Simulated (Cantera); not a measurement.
Equilibrium for silicon oxide and oxynitride deposition: TEOS + N₂O + H₂

Input: 1 mol TEOS, 2.8 mol N₂O, 14 mol H₂, held at 75.0 Torr.

Cantera equilibrium calculation (NASA polynomials, part measured and part estimated; ideal gas, pure solids and liquids). Candidate condensed phases: C, C₆H₆, C₇H₈, C₈H₁₈, H₂O, Si, SiC, SiO₂, Si₂N₂O, Si₃N₄; 151 gas species. The feed counts by its element totals alone. The tables hold silica as quartz up to 1696 K and as liquid above; real silica turns to tridymite and cristobalite and melts near 1996 K. Kinetics and transport are ignored.

| T (K) | x H₂ | x CH₄ | x H₂O | x CO | x N₂ | x CO₂ | n SiO₂(α-quartz) | n C(graphite) | n SiO₂(β-quartz) | n Si₂N₂O(s) | n SiC(s) |
|---|---|---|---|---|---|---|---|---|---|---|---|
| 573 | 0.189 | 0.416 | 0.242 | 9.93e-5 | 0.147 | 0.00520 | 1.00 | 0 | 0 | 0 | 0 |
| 723 | 0.547 | 0.159 | 0.140 | 0.0125 | 0.117 | 0.0245 | 1.00 | 3.31 | 0 | 0 | 0 |
| 873 | 0.731 | 0.0240 | 0.0326 | 0.105 | 0.0947 | 0.0125 | 0 | 3.82 | 1.00 | 0 | 0 |
| 1023 | 0.754 | 0.00427 | 0.00306 | 0.148 | 0.0893 | 0.000789 | 0 | 3.19 | 1.00 | 0 | 0 |
| 1173 | 0.758 | 0.00112 | 0.000408 | 0.152 | 0.0887 | 6.41e-5 | 0 | 3.18 | 1.00 | 0 | 0 |
| 1323 | 0.759 | 0.000392 | 8.45e-5 | 0.152 | 0.0886 | 9.11e-6 | 0 | 3.19 | 1.000 | 0 | 0 |
| 1473 | 0.736 | 0.000159 | 2.98e-5 | 0.193 | 0.0705 | 3.16e-6 | 0 | 1.69 | 0 | 0.500 | 0 |
| 1623 | 0.714 | 7.55e-5 | 1.09e-5 | 0.202 | 0.0830 | 9.94e-7 | 0 | 0.219 | 0 | 0 | 0.979 |
| 1773 | 0.713 | 4.28e-5 | 4.69e-6 | 0.201 | 0.0826 | 3.56e-7 | 0 | 0.216 | 0 | 0 | 0.965 |
| 1923 | 0.710 | 2.65e-5 | 2.30e-6 | 0.201 | 0.0819 | 1.51e-7 | 0 | 0.191 | 0 | 0 | 0.947 |
| 2073 | 0.705 | 1.75e-5 | 1.25e-6 | 0.199 | 0.0806 | 7.27e-8 | 0 | 0.125 | 0 | 0 | 0.923 |
x: gas mole fraction; n: condensed amount in mol.

At 573 K the condensed part is SiO₂(α-quartz). At 723 K the condensed part is C(graphite) + SiO₂(α-quartz). From 873 K to 1323 K the condensed part is C(graphite) + SiO₂(β-quartz). At 1473 K the condensed part is C(graphite) + Si₂N₂O(s). From 1623 K to 2073 K the condensed part is C(graphite) + SiC(s).
